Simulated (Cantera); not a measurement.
An isothermal, constant-pressure homogeneous reactor starts with 14.3 % NO, 85.7 % N2, at 2223 K and 10.00 Torr.

Detailed kinetics in Cantera: GRI-Mech 3.0 (53 species, 325 reactions). Radical loss at walls, strong at low pressure, is not modelled.

Question: Predict: x(NO) at 9.00 s; x(N2O) at 9.00 s; x(O) at 9.00 s; x(N2) at 9.00 s; x(NO2) at 9.00 s; x(O2) at 9.00 s.

Answer: 
| Property | Result |
|---|---|
| x(NO) at 9.00 s | 0.00926 (gas-phase equilibrium 0.00795) |
| x(N2O) at 9.00 s | 6.10e-8 (gas-phase equilibrium 5.52e-8) |
| x(O) at 9.00 s | 0.00664 (gas-phase equilibrium 0.00687) |
| x(N2) at 9.00 s | 0.921 (gas-phase equilibrium 0.921) |
| x(NO2) at 9.00 s | 7.32e-7 (gas-phase equilibrium 6.23e-7) |
| x(O2) at 9.00 s | 0.0632 (gas-phase equilibrium 0.0638) |
